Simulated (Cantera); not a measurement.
Charge: 1 mol CaO, 3.7 mol Cl₂, a varied amount of N₂, held at 1650 °C and 0.590 bar.

Method: chemical equilibrium by Gibbs-energy minimisation in Cantera with the NASA 1993 tables (ideal gas, pure condensed phases). Candidate condensed phases: Ca, CaCl₂, CaO; 17 gas species. Rates play no part.

Problem. At 3.7 mol N₂, list the 7 most abundant gas species with their mole fractions, and the condensed phases.

Solution. N₂ 0.402, Cl 0.278, Cl₂ 0.155, CaCl₂ 0.109, O₂ 0.0529, NO 0.00220, ClO 0.000788. Condensed: gas only.
